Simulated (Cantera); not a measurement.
Input: 1 mol SiCl4, 1.6 mol NH3, 10 mol H2, held at 1.00 bar.

Equilibrium computed with Cantera from the NASA thermochemical tables; the gas is ideal and each condensed phase is pure. Candidate condensed phases: NH4Cl, Si, Si3N4; 28 gas species. The tables' values for SiCl3, SiCl are old estimates; treat these amounts as uncertain. Gases not in the tables: Si2H6 and higher silanes. Equilibrium is a limit: real reactors are often held back by kinetics, nucleation or transport. All values below are at 1850 K.

Base state: H2 0.748, HCl 0.151, SiCl2 0.0502, N2 0.0455, SiCl3 0.00358, SiHCl3 0.000525, H 0.000466, SiCl4 0.000376 (mole fractions); condensed: Si3N4(s).

**Question.** What changes in the equilibrium state with this change: NH3 from 1.6 to 5.5 mol?

**Answer.** 
```tsv
species	before	after
H2	0.748	0.740
HCl	0.151	0.129
N2	0.0455	0.107
SiCl2	0.0502	0.0210
SiCl4	0.000376	0.000116
SiHCl3	0.000525	0.000188
SiCl3	0.00358	0.00129
Si3N4(s), mol	0.0581	0.162
```

**Question.** What changes in the equilibrium state with this change: H2 from 10 to 55 mol?

**Answer.** 
| species | before | after |
|---|---|---|
| H2 | 0.748 | 0.928 |
| HCl | 0.151 | 0.0501 |
| N2 | 0.0455 | 0.0133 |
| SiCl2 | 0.0502 | 0.00781 |
| SiCl4 | 0.000376 | 5.17e-6 |
| SiCl3 | 0.00358 | 0.000166 |
| Si3N4(s), mol | 0.0581 | 0 |
| Si(l), mol | 0 | 0.511 |
